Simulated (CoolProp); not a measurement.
Neopentane along the isobar 43.7 bar: density (kg/m³) from the reference equation and from simpler models built on Tc = 433.7 K, pc = 31.96 bar, ω = 0.196; each cubic takes its own stable root.

Values from CoolProp's reference Helmholtz-energy equation of state, Lemmon 2006. It is a short technical equation, of lower accuracy than the large ones.

| T (K) | phase | reference | van der Waals | Redlich-Kwong | Peng-Robinson |
|---|---|---|---|---|---|
| 277.8 | liquid | 612.3 | 395.9 | 571.9 | 658.2 |
| 287 | liquid | 603.1 | 390.7 | 562.3 | 648.3 |
| 296.2 | liquid | 593.7 | 385.4 | 552.3 | 637.8 |
| 305.5 | liquid | 584.0 | 379.9 | 541.9 | 626.7 |
| 314.7 | liquid | 574.1 | 374.2 | 531.2 | 615.2 |
| 323.9 | liquid | 563.9 | 368.4 | 520.1 | 603.0 |
| 333.1 | liquid | 553.3 | 362.3 | 508.4 | 590.1 |
| 342.3 | liquid | 542.3 | 355.9 | 496.3 | 576.4 |
| 351.5 | liquid | 530.9 | 349.3 | 483.6 | 561.8 |
| 360.7 | liquid | 518.8 | 342.3 | 470.2 | 546.3 |
| 369.9 | liquid | 506.1 | 335.0 | 456.1 | 529.6 |
| 379.1 | liquid | 492.5 | 327.3 | 441.1 | 511.6 |
| 388.3 | liquid | 477.9 | 319.1 | 425.2 | 492.1 |
| 397.5 | liquid | 462.0 | 310.2 | 408.0 | 470.7 |
| 406.7 | liquid | 444.5 | 300.7 | 389.2 | 446.9 |
